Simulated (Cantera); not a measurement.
A freely propagating, adiabatic, planar premixed flame of H2 : O2 : N2 : H2O = 1 : 0.357 : 1.71 : 0.21 (molar parts), equivalence ratio 1.4, unburnt at 400 K and 0.987 atm; mixture-averaged transport, grid criteria slope 0.08 and curve 0.16, no radiation.

Model: the H2/O2 subset of GRI-Mech 3.0, which has no nitrogen chemistry, integrated in Cantera. Burning velocities carry a grid error of a few per cent, more on coarse grids.

Problem. What does this change do: inlet temperature 400 to 700 K?

Solution. 
| quantity | before | after |
|---|---|---|
| laminar burning velocity | 310 cm/s | 885 cm/s |
| thermal thickness | 0.353 mm | 0.493 mm |
| peak x(H2O2) | 6.87e-5 | 7.63e-6 |
| peak x(OH) | 0.00633 | 0.00995 |
| peak x(H) | 0.0448 | 0.0628 |

Problem. What does this change do: inlet temperature 400 to 573 K?

Solution. 
```json
[
 {"quantity": "laminar burning velocity", "before": "310 cm/s", "after": "595 cm/s"},
 {"quantity": "thermal thickness", "before": "0.353 mm", "after": "0.436 mm"},
 {"quantity": "peak x(H2O2)", "before": "6.87e-5", "after": "2.01e-5"},
 {"quantity": "peak x(OH)", "before": "0.00633", "after": "0.00833"},
 {"quantity": "peak x(H)", "before": "0.0448", "after": "0.0551"}
]
```

Problem. What does this change do: inlet temperature 400 to 698 K?

Solution. 
| quantity | before | after |
|---|---|---|
| laminar burning velocity | 310 cm/s | 879 cm/s |
| thermal thickness | 0.353 mm | 0.492 mm |
| peak x(H2O2) | 6.87e-5 | 7.74e-6 |
| peak x(OH) | 0.00633 | 0.00991 |
| peak x(H) | 0.0448 | 0.0627 |
